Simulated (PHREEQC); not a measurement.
Make-up at 25 °C and 50 atm: 0.01 mol Mn(NO3)2 and 0.0077 mol NaCl per kg of water. Closed to the air; pH follows from the charge balance.

All values are PHREEQC results (ion-association model, phreeqc.dat), not measurements.

Precipitation was switched off in this run.

### Question
Predict the pH, specific conductance.

### Answer
pH 6.42; specific conductance 2910 µS/cm.

### Question
In which forms is Cl present?

### Answer
Cl- 98 %, MnCl+ 2.0 % of the Cl.

Under pressure, the constants of complexes without a molar volume in the database are unreliable.
